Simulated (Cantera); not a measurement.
Input: 1 mol MgO, 0.0051 mol C, 0.35 mol H2, equilibrated at 1.00 Torr.

Method: chemical equilibrium by Gibbs-energy minimisation in Cantera with the NASA 1993 tables (ideal gas, pure condensed phases). Candidate condensed phases: C, C6H6, C7H8, C8H18, H2O, Mg, MgCO3, MgO, Mg(OH)2; 116 gas species. The tables' values for MgH are old estimates; treat these amounts as uncertain. Kinetics and transport are ignored.

Problem. At 2348 K, list the 5 most abundant gas species with their mole fractions, and the condensed phases.

Solution. Mg 0.382, H2O 0.260, H2 0.129, H 0.122, OH 0.0421. Condensed: MgO(s).
